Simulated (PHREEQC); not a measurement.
A solution holds 0.0015 mol CuSO4, 0.037 mol H2SO4 and 0.3 mol NaCl per kg of water, at 85 °C. Closed to the air; pH follows from the charge balance.

Model: ion-association model, wateq4f.dat, run in PHREEQC.

```json
[
 {"quantity": "pH", "before": "1.47", "after": "1.47"},
 {"quantity": "ionic strength (mol/kgw)", "before": "0.350", "after": "0.0478"},
 {"quantity": "HSO4- (mol/kgw)", "before": "0.0296", "after": "0.0341"},
 {"quantity": "SO4-2 (mol/kgw)", "before": "0.00630", "after": "0.00417"}
]
```

Which change was made?
A) NaCl left out
B) diluted 2-fold with water
C) H2SO4 left out
D) CuSO4 replaced by MgSO4 at the same molality
E) 0.0079 mol/kgw KH2PO4 added

A, NaCl left out

This is a speciation only: nothing precipitates in the calculation. Away from 25 °C the constants follow the database's enthalpies or fits; those with neither stay at their 25 °C values.
